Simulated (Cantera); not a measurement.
Mixture: CH4 : O2 : N2 : CO2 = 1 : 1.25 : 4.7 : 0.25 (molar parts), equivalence ratio 1.6, at 10.0 bar, adiabatic and at constant pressure. Ignition delay is the time to a rise of 400 K.

Computed with Cantera and GRI-Mech 3.0 (53 species, 325 reactions).

Question: Predict: delay at 1200 K; delay at 1400 K; delay at 1600 K; delay at 1800 K; delay at 2000 K; apparent activation energy between 1900 and 2100 K.

Answer: 
```json
{
  "delay at 1200 K": "6.35 ms",
  "delay at 1400 K": "0.673 ms",
  "delay at 1600 K": "96.5 µs",
  "delay at 1800 K": "18.7 µs",
  "delay at 2000 K": "5.28 µs",
  "apparent activation energy between 1900 and 2100 K": "180 kJ/mol"
}
```
